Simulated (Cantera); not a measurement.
A perfectly stirred reactor is fed with CH3OH : O2 : N2 : CO2 = 1 : 2.59 : 9.72 : 3 (molar parts), at 413 Torr; it is adiabatic with a 550 K inlet, and is followed from long to short residence time, starting on the burning branch (τ in s: 0.078, 0.036, 0.017, 0.0077, 0.0035, 0.0016, 0.00075, 0.00035, 0.00016, 7.4e-05).

Computed with Cantera and GRI-Mech 3.0 (53 species, 325 reactions).

Problem. Predict: blow-out, bracketed by the residence times tried; x(CH3OH) at τ = 78.0 ms; x(O2) at τ = 78.0 ms; x(CO2) at τ = 78.0 ms; x(CH3OH) at τ = 1.60 ms; x(O2) at τ = 1.60 ms; x(CO2) at τ = 1.60 ms.

Solution. 
```
Property                                                                       Value
------------------------------------------------  ----------------------------------
blow-out, bracketed by the residence times tried  burning at 3.50 ms, out at 1.60 ms
x(CH3OH) at τ = 78.0 ms                                                      1.03e-5
x(O2) at τ = 78.0 ms                                                          0.0653
x(CO2) at τ = 78.0 ms                                                          0.236
x(CH3OH) at τ = 1.60 ms                                                       0.0613
x(O2) at τ = 1.60 ms                                                           0.159
x(CO2) at τ = 1.60 ms                                                          0.184
```
